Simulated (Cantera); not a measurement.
A perfectly stirred reactor is fed with CH4 : H2 = 1 : 7.5 (molar parts), at 1.01 bar; it is held at 1550 K, and followed from long to short residence time.

Model: GRI-Mech 3.0 (53 species, 325 reactions), integrated in Cantera. GRI-Mech 3.0 stops at C3 and has no aromatics, soot or wall deposition, so with more carbon than oxygen in the feed, carbon stays in small species such as C2H2 where larger ones or solid carbon would form.

**Question.** What does this change do: H2 7.5 to 2.3 parts?

**Answer.** 
```json
[
 {"quantity": "x(CH4) at τ = 2.70 s", "before": "0.0715", "after": "0.120"},
 {"quantity": "x(H2) at τ = 2.70 s", "before": "0.908", "after": "0.809"},
 {"quantity": "x(C2H) at τ = 2.70 s", "before": "1.46e-9", "after": "5.23e-9"},
 {"quantity": "x(C2H4) at τ = 2.70 s", "before": "0.00289", "after": "0.00901"},
 {"quantity": "x(C2H6) at τ = 2.70 s", "before": "1.89e-5", "after": "5.48e-5"},
 {"quantity": "x(CH4) at τ = 16.0 ms", "before": "0.116", "after": "0.292"},
 {"quantity": "x(H2) at τ = 16.0 ms", "before": "0.883", "after": "0.704"},
 {"quantity": "x(C2H) at τ = 16.0 ms", "before": "3.90e-11", "after": "1.93e-10"},
 {"quantity": "x(C2H4) at τ = 16.0 ms", "before": "0.000291", "after": "0.00153"},
 {"quantity": "x(C2H6) at τ = 16.0 ms", "before": "2.49e-5", "after": "0.000151"}
]
```

**Question.** What does this change do: pressure from 1.01 bar to 100.0 Torr?

**Answer.** 
| quantity | before | after |
|---|---|---|
| x(CH4) at τ = 2.70 s | 0.0715 | 0.0665 |
| x(H2) at τ = 2.70 s | 0.908 | 0.910 |
| x(C2H) at τ = 2.70 s | 1.46e-9 | 4.31e-9 |
| x(C2H4) at τ = 2.70 s | 0.00289 | 0.000581 |
| x(C2H6) at τ = 2.70 s | 1.89e-5 | 7.76e-6 |
| x(CH4) at τ = 16.0 ms | 0.116 | 0.117 |
| x(H2) at τ = 16.0 ms | 0.883 | 0.883 |
| x(C2H) at τ = 16.0 ms | 3.90e-11 | 1.95e-11 |
| x(C2H4) at τ = 16.0 ms | 0.000291 | 0.000128 |
| x(C2H6) at τ = 16.0 ms | 2.49e-5 | 1.60e-5 |
